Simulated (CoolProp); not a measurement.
Properties of dodecamethylcyclohexasiloxane (D6) along the isobar 1.42 MPa.

The numbers come from the reference Helmholtz-energy equation of state, Colonna 2008 in CoolProp. It is a short technical equation, of lower accuracy than the large ones.

```
T (K)   phase  cp (kJ/(kg K))  Joule-Thomson coefficient (K/MPa)  fugacity coefficient
-----  ------  --------------  ---------------------------------  --------------------
415.9  liquid           1.805                            -0.2906              0.004274
420.1  liquid           1.814                            -0.2836              0.005022
424.3  liquid           1.822                            -0.2765              0.005875
428.5  liquid           1.831                            -0.2691              0.006843
432.6  liquid           1.839                            -0.2616              0.007910
436.8  liquid           1.848                            -0.2538              0.009140
441    liquid           1.856                            -0.2457               0.01052
445.2  liquid           1.865                            -0.2373               0.01206
449.4  liquid           1.874                            -0.2287               0.01378
453.6  liquid           1.882                            -0.2197               0.01568
457.8  liquid           1.891                            -0.2104               0.01779
461.9  liquid           1.899                            -0.2010               0.02006
466.1  liquid           1.907                            -0.1909               0.02260
470.3  liquid           1.916                            -0.1805               0.02540
474.5  liquid           1.924                            -0.1696               0.02845
478.7  liquid           1.933                            -0.1582               0.03177
```
